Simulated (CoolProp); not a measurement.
Vapour-liquid equilibrium of C3F8 (R218) (1) + c-C4F8 (RC318) (2) at 689 kPa; x and y are mole fractions of (1).

The numbers come from the multi-fluid Helmholtz-energy mixture model, Lemmon 2006 and Platzer 1990; pair parameters Bell 2016 in CoolProp. This equation is an older, rougher fit; its heat capacities, sound speeds and derivatives of the liquid may be far off and weren't checked against measurements.

```
x     bubble temperature, mixture model (°C)  bubble temperature, Raoult's law (°C)  y, mixture model  y, Raoult's law
----  --------------------------------------  -------------------------------------  ----------------  ---------------
0.05                                    51.6                                   49.6             0.066            0.116
0.15                                       ?                                   44.6             0.209            0.310
0.25                                    46.4                                   40.1             0.358            0.463
0.35                                    42.7                                   36.0             0.500            0.587
0.45                                       ?                                   32.3                 ?            0.687
0.55                                       ?                                   28.9             0.737            0.769
0.65                                    29.9                                   25.8             0.825            0.837
0.75                                    25.7                                   23.0             0.893            0.894
0.85                                    21.9                                   20.3             0.945            0.942
0.95                                    18.3                                   17.9                 ?            0.982
```

**Question.** What belongs in the gaps?

**Answer.** 
- 0.15, bubble temperature, mixture model (°C): 49.4
- 0.45, bubble temperature, mixture model (°C): 38.6
- 0.45, y, mixture model: 0.629
- 0.55, bubble temperature, mixture model (°C): 34.3
- 0.95, y, mixture model: 0.984

The largest gap from Raoult's law is +6.7 K in bubble temperature, at x = 0.35. No azeotrope shows between x = 0.05 and 0.95.

Pair parameters are fitted to limited data, so mixtures are less certain than the pure fluids.
